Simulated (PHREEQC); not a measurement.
Solution (35 °C): 0.021 mol/kgw KOH, 0.003 mol/kgw Al(NO3)3 and 0.00033 mol/kgw CO2. Closed to the air; pH follows from the charge balance.

Computed with PHREEQC (ion-association model, wateq4f.dat).

```json
{
 "pH": "11.54",
 "ionic_strength": "0.0213 mol/kgw",
 "total_alkalinity": "21.0 meq/kg"
}
```

```json
[
 {"species": "K+", "molality": "0.0210", "activity": "0.0181", "log γ": "-0.065"},
 {"species": "NO3-", "molality": "0.00900", "activity": "0.00773", "log γ": "-0.066"},
 {"species": "OH-", "molality": "0.00835", "activity": "0.00719", "log γ": "-0.065"},
 {"species": "Al(OH)4-", "molality": "0.00300", "activity": "0.00260", "log γ": "-0.062"},
 {"species": "CO3-2", "molality": "0.000319", "activity": "0.000183", "log γ": "-0.241"},
 {"species": "HCO3-", "molality": "1.08e-5", "activity": "9.36e-6", "log γ": "-0.060"},
 {"species": "Al(OH)3", "molality": "3.33e-9", "activity": "3.34e-9", "log γ": "0.002"}
]
```

This is a speciation only: nothing precipitates in the calculation. Species that the database lacks are ignored.
